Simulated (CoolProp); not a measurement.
Computed with CoolProp (reference Helmholtz-energy equation of state, Wagner 2002).

### Question
For water, give the phase and the density (kg/m³), viscosity (µPa s) at 997.4 K and 105 bar.

### Answer
- 997.4 K and 105 bar: gas; density 23.5, viscosity 38.1

Viscosity comes from a separate model (Huber 2009).
